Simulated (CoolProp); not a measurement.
Vapour-liquid equilibrium of CH2F2 (R32) (1) + R125 (2) at 210.1 K; x and y are mole fractions of (1).

Values from CoolProp's multi-fluid Helmholtz-energy mixture model, Tillner-Roth 1997 and Lemmon 2005; pair parameters Lemmon 2004.

```json
[
 {"x": "0.05", "bubble pressure, mixture model (kPa)": "46.36", "bubble pressure, Raoult's law (kPa)": "46.13", "y, mixture model": "0.064", "y, Raoult's law": "0.059"},
 {"x": "0.125", "bubble pressure, mixture model (kPa)": "47.40", "bubble pressure, Raoult's law (kPa)": "46.80", "y, mixture model": "0.157", "y, Raoult's law": "0.146"},
 {"x": "0.2", "bubble pressure, mixture model (kPa)": "48.46", "bubble pressure, Raoult's law (kPa)": "47.48", "y, mixture model": "0.245", "y, Raoult's law": "0.230"},
 {"x": "0.275", "bubble pressure, mixture model (kPa)": "49.50", "bubble pressure, Raoult's law (kPa)": "48.15", "y, mixture model": "0.329", "y, Raoult's law": "0.312"},
 {"x": "0.35", "bubble pressure, mixture model (kPa)": "50.49", "bubble pressure, Raoult's law (kPa)": "48.82", "y, mixture model": "0.408", "y, Raoult's law": "0.392"},
 {"x": "0.425", "bubble pressure, mixture model (kPa)": "51.43", "bubble pressure, Raoult's law (kPa)": "49.50", "y, mixture model": "0.483", "y, Raoult's law": "0.469"},
 {"x": "0.5", "bubble pressure, mixture model (kPa)": "52.28", "bubble pressure, Raoult's law (kPa)": "50.17", "y, mixture model": "0.554", "y, Raoult's law": "0.545"},
 {"x": "0.575", "bubble pressure, mixture model (kPa)": "53.04", "bubble pressure, Raoult's law (kPa)": "50.84", "y, mixture model": "0.621", "y, Raoult's law": "0.618"},
 {"x": "0.65", "bubble pressure, mixture model (kPa)": "53.69", "bubble pressure, Raoult's law (kPa)": "51.52", "y, mixture model": "0.686", "y, Raoult's law": "0.690"},
 {"x": "0.725", "bubble pressure, mixture model (kPa)": "54.22", "bubble pressure, Raoult's law (kPa)": "52.19", "y, mixture model": "0.750", "y, Raoult's law": "0.759"},
 {"x": "0.8", "bubble pressure, mixture model (kPa)": "54.61", "bubble pressure, Raoult's law (kPa)": "52.86", "y, mixture model": "0.813", "y, Raoult's law": "0.827"},
 {"x": "0.875", "bubble pressure, mixture model (kPa)": "54.83", "bubble pressure, Raoult's law (kPa)": "53.54", "y, mixture model": "0.878", "y, Raoult's law": "0.893"},
 {"x": "0.95", "bubble pressure, mixture model (kPa)": "54.83", "bubble pressure, Raoult's law (kPa)": "54.21", "y, mixture model": "0.948", "y, Raoult's law": "0.958"}
]
```

The largest gap from Raoult's law is +4.3 % in bubble pressure, at x = 0.575. y crosses x between x = 0.875 and 0.95: the model has an azeotrope there.

The pair parameters rest on a limited set of measurements; away from them the model extrapolates.
